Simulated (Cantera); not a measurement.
A closed system holds: 1 mol PbO, 970 mol H₂, 38 mol N₂, equilibrated at 0.240 bar.

These are equilibrium values from Cantera (NASA tables, ideal gas, pure condensed phases), not measurements of a reactor. Candidate condensed phases: H₂O, Pb, PbO, PbO₂, Pb₃O₄; 27 gas species. Rates play no part.

**Question.** Which condensed phases are stable at each of these points (T (K)): 673, 773, 873, 973, 1073, 1173, 1273, 1373, 1473, 1573, 1673, 1773, 1873, 1973?

**Answer.** 
```csv
T (K),condensed phases,Pb condensed (%)
673,Pb(l),100.0
773,Pb(l),100.0
873,Pb(l),99.7
973,Pb(l),96.3
1073,Pb(l),69.3
1173,gas only,0.0
1273,gas only,0.0
1373,gas only,0.0
1473,gas only,0.0
1573,gas only,0.0
1673,gas only,0.0
1773,gas only,0.0
1873,gas only,0.0
1973,gas only,0.0
```

From 673 K to 1073 K the condensed part is Pb(l). From 1173 K to 1973 K nothing is condensed.
